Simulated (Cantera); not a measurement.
An isothermal, constant-pressure homogeneous reactor starts with CH4 : N2 = 1 : 73 (molar parts), at 1373 K and 11000 Pa. Integrator tolerance rtol = 1e-08.

Detailed kinetics in Cantera: GRI-Mech 3.0 (53 species, 325 reactions). GRI-Mech 3.0 stops at C3 and has no aromatics, soot or wall deposition, so with more carbon than oxygen in the feed, carbon stays in small species such as C2H2 where larger ones or solid carbon would form.

Task: What does this change do: CH4 1 to 0.12 parts?

Result: 
```tsv
quantity	before	after
x(CH4) at 4.00 s	0.0125 (gas-phase equilibrium 3.21e-5)	0.00153 (gas-phase equilibrium 1.87e-7)
x(CH2) at 4.00 s	9.95e-10 (gas-phase equilibrium 2.27e-12)	1.28e-9 (gas-phase equilibrium <1e-12)
x(C2H4) at 4.00 s	0.000181 (gas-phase equilibrium 1.86e-6)	2.92e-5 (gas-phase equilibrium 4.15e-9)
x(C2H) at 4.00 s	2.04e-11 (gas-phase equilibrium 4.27e-11)	7.25e-12 (gas-phase equilibrium 2.21e-12)
x(H2) at 4.00 s	0.00123 (gas-phase equilibrium 0.0199)	0.000129 (gas-phase equilibrium 0.00246)
x(C2H2) at 4.00 s	0.000280 (gas-phase equilibrium 0.000751)	2.12e-5 (gas-phase equilibrium 1.36e-5)
```

Task: What does this change do: temperature 1373 to 1950 K?

Result: 
```
quantity                                              before                                     after
-----------------  -----------------------------------------  ----------------------------------------
x(CH4) at 4.00 s      0.0125 (gas-phase equilibrium 3.21e-5)   8.56e-8 (gas-phase equilibrium 1.21e-7)
x(CH2) at 4.00 s   9.95e-10 (gas-phase equilibrium 2.27e-12)   1.31e-9 (gas-phase equilibrium 1.85e-9)
x(C2H4) at 4.00 s   0.000181 (gas-phase equilibrium 1.86e-6)   1.28e-7 (gas-phase equilibrium 7.09e-9)
x(C2H) at 4.00 s   2.04e-11 (gas-phase equilibrium 4.27e-11)   2.56e-6 (gas-phase equilibrium 1.42e-7)
x(H2) at 4.00 s       0.00123 (gas-phase equilibrium 0.0199)     0.0198 (gas-phase equilibrium 0.0198)
x(C2H2) at 4.00 s  0.000280 (gas-phase equilibrium 0.000751)  0.00659 (gas-phase equilibrium 0.000366)
```
